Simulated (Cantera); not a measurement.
Charge: 1 mol CH3SiCl3, 0.055 mol C2H4, 72 mol H2, at 0.320 bar.

These are equilibrium values from Cantera (NASA tables, ideal gas, pure condensed phases), not measurements of a reactor. Candidate condensed phases: C, C6H6, C7H8, C8H18, Si, SiC; 109 gas species. The feed counts by its element totals alone. The tables' values for SiCl are old estimates; treat these amounts as uncertain. Gases not in the tables: Si2H6 and higher silanes. Rates play no part.

x: gas mole fraction; n: condensed amount in mol.

```tsv
T (K)	x H2	x HCl	x H	x CH4	x C2H2 (acetylene)	n SiC(s)	n C(graphite)
1275	0.959	0.0398	1.28e-6	0.00152	1.15e-7	0.996	?
1375	0.959	0.0399	5.93e-6	0.00146	1.70e-6	0.998	?
1475	0.959	0.0399	2.25e-5	0.000856	6.40e-6	0.997	?
1575	0.959	0.0398	7.20e-5	0.000536	2.02e-5	0.996	?
1675	0.960	0.0398	0.000201	0.000355	5.57e-5	0.994	0.0809
1775	0.959	0.0397	0.000501	0.000247	0.000137	0.991	0.0793
1875	0.959	0.0396	0.00113	0.000178	0.000304	0.988	?
1975	0.957	0.0394	0.00237	0.000133	0.000622	0.984	?
2075	0.955	0.0391	0.00460	8.71e-5	0.000860	0.973	0
2175	0.951	0.0386	0.00842	5.61e-5	0.00103	0.947	0
```

Q: Some entries are withheld; supply them.

A: 
- 1275, n C(graphite): 0
- 1375, n C(graphite): 0.00203
- 1475, n C(graphite): 0.0476
- 1575, n C(graphite): 0.0708
- 1875, n C(graphite): 0.0624
- 1975, n C(graphite): 0.0220
